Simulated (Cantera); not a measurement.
Charge: 1 mol B₂O₃, 13 mol H₂, 52 mol N₂, at 4.30 mbar.

Equilibrium computed with Cantera from the NASA thermochemical tables; the gas is ideal and each condensed phase is pure. Candidate condensed phases: B, BN, B₂O₃, B₃O₃H₃, H₂O; 39 gas species. N₂ is the only nitrogen source here; it is nearly inert below about 1500 K, so the nitride shown seldom forms there in practice. Mutual solubility and eutectic melting of coexisting phases are not modelled. Kinetics and transport are ignored.

**Question.** Which condensed phases are stable at each of these points (T (°C)): 550, 650, 750, 850, 950, 1050, 1150, 1250, 1350, 1450, 1550?

**Answer.** 
```tsv
T (°C)	condensed phases	B condensed (%)
550	BN(s) + B₂O₃(l)	100.0
650	BN(s) + B₂O₃(l)	100.0
750	BN(s) + B₂O₃(l)	100.0
850	BN(s) + B₂O₃(l)	99.8
950	BN(s) + B₂O₃(l)	99.0
1050	BN(s) + B₂O₃(l)	95.9
1150	BN(s) + B₂O₃(l)	82.1
1250	BN(s) + B₂O₃(l)	9.5
1350	gas only	0.0
1450	gas only	0.0
1550	gas only	0.0
```

From 550 °C to 1250 °C the condensed part is BN(s) + B₂O₃(l). From 1350 °C to 1550 °C nothing is condensed.
